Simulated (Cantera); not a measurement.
A closed system holds: 1 mol Si, 3 mol Cl2, 7.7 mol H2, at 1275 °C and 0.133 bar.

Method: chemical equilibrium by Gibbs-energy minimisation in Cantera with the NASA 1993 tables (ideal gas, pure condensed phases). Candidate condensed phases: Si; 19 gas species. The tables' values for SiCl3 are old estimates; treat these amounts as uncertain. Kinetics and transport are ignored.

Base state: H2 0.571, HCl 0.333, SiCl2 0.0601, SiCl3 0.0179, SiCl4 0.0148, SiHCl3 0.00311, SiH2Cl2 0.000106, H 6.38e-5 (mole fractions); condensed: gas only.

What changes in the equilibrium state with this change: H2 from 7.7 to 0.78 mol?


```csv
species,before,after
HCl,0.333,0.547
SiCl4,0.0148,0.350
Cl2,1.84e-8,0.0522
H2,0.571,5.43e-7
SiCl2,0.0601,5.00e-7
Cl,2.98e-5,0.0501
SiCl3,0.0179,0.000250
SiH2Cl2,0.000106,<1e-9
SiHCl3,0.00311,4.25e-8
H,6.38e-5,6.23e-8
```
